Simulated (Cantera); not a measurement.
Source: NASA polynomial tables (part measured, part estimated), evaluated in Cantera. Values are per mole of reaction as written; species without (g) are pure solids or liquids, kept so even where they would boil at 1 bar.

CaO + S → O(g) + CaS, with ΔH° = 411.1 kJ and ΔS° = 147.4 J/K at 300 K.

Task: How far is the shortcut ΔG° ≈ ΔH°(300 K) − T·ΔS°(300 K) from the full temperature-dependent value at 600, 650, 700, 750, 800 K?

Result: 
| T (K) | shortcut (kJ) | full (kJ) | difference (kJ) | difference in log10 K | condensed phases |
|---|---|---|---|---|---|
| 600 | 322.6 | 324.4 | -1.8 | 0.15 | CaO(s), S(l), CaS(s) |
| 650 | 315.3 | 317.7 | -2.4 | 0.19 | CaO(s), S(l), CaS(s) |
| 700 | 307.9 | 310.9 | -3.0 | 0.23 | CaO(s), S(l), CaS(s) |
| 750 | 300.5 | 304.3 | -3.7 | 0.26 | CaO(s), S(l), CaS(s) |
| 800 | 293.2 | 297.6 | -4.4 | 0.29 | CaO(s), S(l), CaS(s) |
The shortcut ignores heat capacities and the phase changes listed.
